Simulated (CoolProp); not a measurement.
Vapour-liquid equilibrium of 1-butene (1) + n-butane (2) at 237.6 K; x and y are mole fractions of (1).

Values from CoolProp's multi-fluid Helmholtz-energy mixture model, Lemmon 2005 and Bücker 2006; pair parameters Bell 2016.

```json
[
 {"x": "0.05", "bubble pressure, mixture model (MPa)": "0.02162", "bubble pressure, Raoult's law (MPa)": "0.02160", "y, mixture model": "0.065", "y, Raoult's law": "0.064"},
 {"x": "0.125", "bubble pressure, mixture model (MPa)": "0.02214", "bubble pressure, Raoult's law (MPa)": "0.02206", "y, mixture model": "0.159", "y, Raoult's law": "0.156"},
 {"x": "0.2", "bubble pressure, mixture model (MPa)": "0.02267", "bubble pressure, Raoult's law (MPa)": "0.02253", "y, mixture model": "0.249", "y, Raoult's law": "0.244"},
 {"x": "0.275", "bubble pressure, mixture model (MPa)": "0.02319", "bubble pressure, Raoult's law (MPa)": "0.02300", "y, mixture model": "0.335", "y, Raoult's law": "0.329"},
 {"x": "0.35", "bubble pressure, mixture model (MPa)": "0.02372", "bubble pressure, Raoult's law (MPa)": "0.02347", "y, mixture model": "0.416", "y, Raoult's law": "0.410"},
 {"x": "0.425", "bubble pressure, mixture model (MPa)": "0.02423", "bubble pressure, Raoult's law (MPa)": "0.02393", "y, mixture model": "0.493", "y, Raoult's law": "0.489"},
 {"x": "0.5", "bubble pressure, mixture model (MPa)": "0.02473", "bubble pressure, Raoult's law (MPa)": "0.02440", "y, mixture model": "0.567", "y, Raoult's law": "0.564"},
 {"x": "0.575", "bubble pressure, mixture model (MPa)": "0.02522", "bubble pressure, Raoult's law (MPa)": "0.02487", "y, mixture model": "0.637", "y, Raoult's law": "0.636"},
 {"x": "0.65", "bubble pressure, mixture model (MPa)": "0.02568", "bubble pressure, Raoult's law (MPa)": "0.02533", "y, mixture model": "0.704", "y, Raoult's law": "0.706"},
 {"x": "0.725", "bubble pressure, mixture model (MPa)": "0.02612", "bubble pressure, Raoult's law (MPa)": "0.02580", "y, mixture model": "0.770", "y, Raoult's law": "0.773"},
 {"x": "0.8", "bubble pressure, mixture model (MPa)": "0.02654", "bubble pressure, Raoult's law (MPa)": "0.02627", "y, mixture model": "0.833", "y, Raoult's law": "0.838"},
 {"x": "0.875", "bubble pressure, mixture model (MPa)": "0.02693", "bubble pressure, Raoult's law (MPa)": "0.02674", "y, mixture model": "0.896", "y, Raoult's law": "0.900"},
 {"x": "0.95", "bubble pressure, mixture model (MPa)": "0.02729", "bubble pressure, Raoult's law (MPa)": "0.02720", "y, mixture model": "0.958", "y, Raoult's law": "0.961"}
]
```

The largest gap from Raoult's law is +1.4 % in bubble pressure, at x = 0.575. No azeotrope shows between x = 0.05 and 0.95.

The pair parameters rest on a limited set of measurements; away from them the model extrapolates.
